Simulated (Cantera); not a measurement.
**Equilibrium for carbon deposition, reforming and gasification: C3H6 + NH3 + H2**

Input: 1 mol C3H6, 0.69 mol NH3, 2.6 mol H2, held at 170 Pa.

Equilibrium computed with Cantera from the NASA thermochemical tables; the gas is ideal and each condensed phase is pure. Candidate condensed phases: C, C6H6, C7H8, C8H18; 92 gas species. Rates play no part.

From 325 °C to 2525 °C the condensed part is C(graphite). The main C-bearing gas is CH4 at 325 °C and C3 at 2525 °C.

| T (°C) | x H2 | x H | x CH4 | x N2 | x C3 | x HCN | n C(graphite) |
|---|---|---|---|---|---|---|---|
| 325 | 0.828 | <1e-12 | 0.116 | 0.0552 | <1e-12 | 2.21e-11 | 2.27 |
| 525 | 0.948 | 6.29e-11 | 0.00212 | 0.0495 | <1e-12 | 1.93e-8 | 2.99 |
| 725 | 0.950 | 5.09e-8 | 0.000150 | 0.0494 | <1e-12 | 1.09e-6 | 3.00 |
| 925 | 0.951 | 4.50e-6 | 2.46e-5 | 0.0494 | <1e-12 | 1.58e-5 | 3.00 |
| 1125 | 0.950 | 0.000112 | 6.71e-6 | 0.0494 | <1e-12 | 0.000106 | 3.00 |
| 1325 | 0.949 | 0.00126 | 2.52e-6 | 0.0492 | <1e-12 | 0.000437 | 3.00 |
| 1525 | 0.942 | 0.00829 | 1.17e-6 | 0.0485 | 6.34e-11 | 0.00130 | 2.99 |
| 1725 | 0.912 | 0.0372 | 6.03e-7 | 0.0469 | 1.55e-8 | 0.00303 | 2.97 |
| 1925 | 0.826 | 0.123 | 3.06e-7 | 0.0433 | 1.36e-6 | 0.00566 | 2.92 |
| 2125 | 0.642 | 0.306 | 1.25e-7 | 0.0371 | 5.58e-5 | 0.00838 | 2.84 |
| 2325 | 0.381 | 0.570 | 3.17e-8 | 0.0294 | 0.00127 | 0.00948 | 2.70 |
| 2525 | 0.155 | 0.777 | 4.04e-9 | 0.0224 | 0.0181 | 0.00813 | 1.89 |
x: gas mole fraction; n: condensed amount in mol.
